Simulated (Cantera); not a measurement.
Input: 1 mol SiH₂Cl₂, 3.8 mol HCl, 94 mol H₂, equilibrated at 21000 Pa.

Equilibrium computed with Cantera from the NASA thermochemical tables; the gas is ideal and each condensed phase is pure. Candidate condensed phases: Si; 19 gas species. The tables' values for SiCl, SiCl₃ are old estimates; treat these amounts as uncertain. Gases not in the tables: Si₂H₆ and higher silanes. Rates play no part.

### Question
At 1652 °C, list the 5 most abundant gas species with their mole fractions, and the condensed phases.

### Answer
H₂ 0.946, HCl 0.0460, SiCl₂ 0.00587, H 0.00203, Si 8.29e-5. Condensed: Si(l).
